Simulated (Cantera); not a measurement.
A freely propagating, adiabatic, planar premixed flame of 11.1 % CH3OH, 18.7 % O2, 70.2 % N2, equivalence ratio 0.89, unburnt at 675 K and 2.10 bar; mixture-averaged transport, grid criteria slope 0.08 and curve 0.16, no radiation.

Cantera simulation using GRI-Mech 3.0 (53 species, 325 reactions); the numbers are that mechanism's predictions, not measurements. GRI-Mech 3.0 was tuned for natural gas; its chemistry of methanol as a main component is partial and can be far from experiment. Burning velocities carry a grid error of a few per cent, more on coarse grids.

Task: Predict: laminar burning velocity; thermal thickness; peak x(CH2); peak x(O); peak x(HO2).

Result: 
```json
{
 "laminar_burning_velocity": "128 cm/s",
 "thermal_thickness": "0.147 mm",
 "peak x(CH2)": "5.72e-6",
 "peak x(O)": "0.00483",
 "peak x(HO2)": "0.00265"
}
```
